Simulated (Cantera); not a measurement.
What does this Cantera script print?

```python
import numpy as np
import cantera as ct

gas_names = """
    F F2 N NF NF2 NF3 N2 Si SiF SiF2 SiF3 SiF4 SiN Si2 Si2N Si3
""".split()
cond_names = """
    Si(cr) Si(L) Si3N4(a)
""".split()


# ... load() reads the species with a 1 bar reference pressure and builds the phases ...
atoms = {
    'Si': {'Si': 1},
    'F2': {'F': 2},
    'N2': {'N': 2},
}
top_T = {'Si3N4(a)': 2400}  # K; cautious upper limits of use, not melting points


# ... equilibrate(T, P, feed) seeds the gas with the atoms and calls Mixture.equilibrate('TP', solver="vcs", rtol=1e-11, max_steps=5000) ...
results = []
feed = {'Si': 1, 'F2': 1.7, 'N2': 2.5}  # mol
T = 1373  # K
P = 100000  # Pa
mix = equilibrate(T, P, feed)
results.append((T, P, feed, dict(zip(mix.species_names, mix.species_moles))))
print(gas.report(threshold=0.001))
for i in range(1, mix.n_phases):
    print(f"{mix.phase(i).name:16s} {mix.phase_moles(i):12.5e} mol")
```

Result:

```
       temperature   1373 K
          pressure   1e+05 Pa
           density   0.41954 kg/m^3
  mean mol. weight   47.894 kg/kmol
   phase of matter   gas

                          1 kg             1 kmol
                     ---------------   ---------------
          enthalpy       -7.7165e+06       -3.6957e+08  J
   internal energy       -7.9548e+06       -3.8099e+08  J
           entropy            6104.7        2.9238e+05  J/K
    Gibbs function       -1.6098e+07       -7.7101e+08  J
 heat capacity c_p            1100.8             52720  J/K
 heat capacity c_v            927.17             44406  J/K

                      mass frac. Y      mole frac. X     chem. pot. / RT
                     ---------------   ---------------   ---------------
                N2            0.4318           0.73823           -26.048
              SiF3         0.0028972         0.0016309           -141.77
              SiF4           0.56529           0.26013           -184.82
     [  +13 minor]        1.0239e-05        7.4208e-06

Si(cr)            0.00000e+00 mol
Si3N4(a)          4.95540e-02 mol
```

Equilibrium computed with Cantera from the NASA thermochemical tables; the gas is ideal and each condensed phase is pure. N2 is the only nitrogen source here; it is nearly inert below about 1500 K, so the nitride shown seldom forms there in practice. The tables' values for SiF3 are old estimates; treat these amounts as uncertain.
